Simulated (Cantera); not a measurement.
Feed: 1 mol Si, 5.8 mol HCl, equilibrated at 1023 K and 5.50 Pa.

These are equilibrium values from Cantera (NASA tables, ideal gas, pure condensed phases), not measurements of a reactor. Candidate condensed phases: Si; 19 gas species. The tables' values for SiCl3 are old estimates; treat these amounts as uncertain. The numbers say what is thermodynamically allowed, not how fast it happens.

Base state: H2 0.399, HCl 0.395, SiCl4 0.189, SiCl3 0.00802, SiCl2 0.00719, SiHCl3 0.00162 (mole fractions); condensed: gas only.

Problem. What changes in the equilibrium state with this change: temperature from 1023 K to 748.15 K?

Solution. 
| species | before | after |
|---|---|---|
| H2 | 0.399 | 0.417 |
| HCl | 0.395 | 0.375 |
| SiCl4 | 0.189 | 0.208 |
| SiCl2 | 0.00719 | 2.09e-8 |
| SiCl3 | 0.00802 | 4.81e-6 |
| SiHCl3 | 0.00162 | 0.000102 |
